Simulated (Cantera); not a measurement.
# Cu + F₂ + N₂ + HF + H₂ (aluminium and copper etching)

Feed: 1 mol Cu, 0.78 mol F₂, 9.4 mol N₂, 7.9 mol HF, 0.0069 mol H₂, equilibrated at 2.20 mbar.

Method: chemical equilibrium by Gibbs-energy minimisation in Cantera with the NASA 1993 tables (ideal gas, pure condensed phases). Candidate condensed phases: Cu, CuF₂; 25 gas species. Mutual solubility and eutectic melting of coexisting phases are not modelled. Kinetics and transport are ignored.

From 823 K to 1023 K the condensed part is Cu(s) + CuF₂(s). From 1073 K to 1223 K nothing is condensed. The main Cu-bearing gas is CuF at 823 K and CuF₂ at 1223 K.

```
T (K)   x N₂   x HF    x CuF₂     x CuF       x F      x Cu   x H₂F₂  n Cu(s)  n CuF₂(s)
-----  -----  -----  --------  --------  --------  --------  -------  -------  ---------
823    0.543  0.457   7.28e-6   1.01e-5    <1e-12  1.25e-12  3.87e-8    0.227      0.773
873    0.543  0.457   6.30e-5   8.02e-5  7.48e-12  2.06e-11  3.02e-8    0.226      0.771
923    0.542  0.457  0.000426  0.000505  9.89e-11  2.49e-10  2.42e-8    0.223      0.761
973    0.540  0.455   0.00234   0.00261  9.99e-10   2.33e-9  1.97e-8    0.204      0.710
1023   0.531  0.447    0.0108    0.0114   8.03e-9   1.75e-8  1.60e-8    0.126      0.481
1073   0.513  0.432    0.0298    0.0248   6.46e-8   5.08e-8  1.28e-8        0          0
1123   0.513  0.432    0.0298    0.0248   3.47e-7   8.27e-8  1.11e-8        0          0
1173   0.513  0.432    0.0298    0.0248   1.61e-6   1.29e-7  9.73e-9        0          0
1223   0.513  0.432    0.0298    0.0248   6.62e-6   1.95e-7  8.65e-9        0          0
```
x: gas mole fraction; n: condensed amount in mol.
